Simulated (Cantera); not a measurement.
## Equilibrium for silicon nitride deposition: trisilylamine + NH₃ + H₂

Input: 1 mol trisilylamine, 11 mol NH₃, 53 mol H₂, held at 15.0 Pa.

Equilibrium computed with Cantera from the NASA thermochemical tables; the gas is ideal and each condensed phase is pure. Candidate condensed phases: Si, Si₃N₄; 18 gas species. The feed counts by its element totals alone. The tables' values for SiN are old estimates; treat these amounts as uncertain. Gases not in the tables: Si₂H₆ and higher silanes. Kinetics and transport are ignored.

From 625 °C to 1025 °C the condensed part is Si₃N₄(s). At 1225 °C the condensed part is Si(s). At 1425 °C the condensed part is Si(l). From 1625 °C to 1825 °C nothing is condensed.

| T (°C) | log p H₂ | log p H | log p N₂ | log p Si | log p SiH | log p Si₂ | n Si₃N₄(s) | n Si(s) | n Si(l) |
|---|---|---|---|---|---|---|---|---|---|
| 625 | -3.85 | -11.88 | -5.11 | <-15 | <-15 | <-15 | 1.00 | 0 | 0 |
| 825 | -3.85 | -9.53 | -5.11 | <-15 | <-15 | <-15 | 1.00 | 0 | 0 |
| 1025 | -3.85 | -7.89 | -5.11 | -11.20 | -12.20 | -15.63 | 1.000 | 0 | 0 |
| 1225 | -3.86 | -6.69 | -4.95 | -8.00 | -9.42 | -10.90 | 0 | 2.99 | 0 |
| 1425 | -3.86 | -5.77 | -4.95 | -6.18 | -7.92 | -8.54 | 0 | 0 | 2.63 |
| 1625 | -3.90 | -5.06 | -4.98 | -5.29 | -7.30 | -7.76 | 0 | 0 | 0 |
| 1825 | -3.98 | -4.50 | -5.01 | -5.32 | -7.57 | -8.64 | 0 | 0 | 0 |
log p: log10 of the partial pressure in bar; n: condensed amount in mol.
